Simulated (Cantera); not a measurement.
Charge: 1 mol CH₄, 0.13 mol O₂, held at 1023 K and 0.570 bar.

Equilibrium computed with Cantera from the NASA thermochemical tables; the gas is ideal and each condensed phase is pure. Candidate condensed phases: C, C₆H₆, C₇H₈, C₈H₁₈, H₂O; 110 gas species. Equilibrium is a limit: real reactors are often held back by kinetics, nucleation or transport.

Base state: H₂ 0.851, CO 0.103, CH₄ 0.0310, H₂O 0.0136, CO₂ 0.00214 (mole fractions); condensed: C(graphite).

### Question
What changes in the equilibrium state with this change: CH₄ replaced by C₆H₆?

### Answer
```json
[
 {"species": "H₂", "before": "0.851", "after": "0.884"},
 {"species": "CO", "before": "0.103", "after": "0.0714"},
 {"species": "CH₄", "before": "0.0310", "after": "0.0334"},
 {"species": "H₂O", "before": "0.0136", "after": "0.00985"},
 {"species": "CO₂", "before": "0.00214", "after": "0.00104"},
 {"species": "C(graphite), mol", "before": "0.707", "after": "5.67"}
]
```

### Question
What changes in the equilibrium state with this change: pressure from 0.570 bar to 0.00580 bar?

### Answer
```tsv
species	before	after
H₂	0.851	0.885
CO	0.103	0.115
CH₄	0.0310	0.000340
H₂O	0.0136	0.000161
CO₂	0.00214	2.74e-5
C(graphite), mol	0.707	0.740
```
